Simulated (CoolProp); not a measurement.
Properties of n-nonane along the isobar 0.101 MPa.

Model: reference Helmholtz-energy equation of state, Lemmon 2006, in CoolProp. It is a short technical equation, of lower accuracy than the large ones.

```tsv
T (K)	phase	cp (kJ/(kg K))	speed of sound (m/s)
457.9	gas	2.373	167.7
467.4	gas	2.408	170.0
476.9	gas	2.443	172.1
486.3	gas	2.478	174.2
495.8	gas	2.513	176.3
505.3	gas	2.547	178.3
514.8	gas	2.581	180.3
524.2	gas	2.614	182.2
533.7	gas	2.647	184.2
543.2	gas	2.680	186.0
552.6	gas	2.712	187.9
562.1	gas	2.743	189.7
571.6	gas	2.775	191.5
581.1	gas	2.805	193.2
590.5	gas	2.835	194.9
600	gas	2.865	196.7
```
